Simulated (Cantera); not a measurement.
Feed: 1 mol CH₃F, 0.078 mol CH₄, held at 1525 K and 7.60 Pa.

Cantera equilibrium calculation (NASA polynomials, part measured and part estimated; ideal gas, pure solids and liquids). Candidate condensed phases: C, C₆H₆, C₇H₈, C₈H₁₈; 95 gas species. Kinetics and transport are ignored.

Base state: H₂ 0.535, HF 0.463, H 0.00198 (mole fractions); condensed: C(graphite).

What changes in the equilibrium state with this change: temperature from 1525 K to 3375 K?


| species | before | after |
|---|---|---|
| H | 0.00198 | 0.615 |
| C | <1e-9 | 0.195 |
| F | 5.64e-8 | 0.183 |
| H₂ | 0.535 | 0.000148 |
| HF | 0.463 | 0.00388 |
| C₂ | <1e-9 | 0.00235 |
| CF | <1e-9 | 0.000517 |
| C(graphite), mol | 1.08 | 0 |

What changes in the equilibrium state with this change: temperature from 1525 K to 1873 K?


```csv
species,before,after
H₂,0.535,0.496
HF,0.463,0.452
H,0.00198,0.0521
F,5.64e-8,1.13e-5
C₂H₂ (acetylene),6.46e-6,0.000155
"C(graphite), mol",1.08,1.08
```
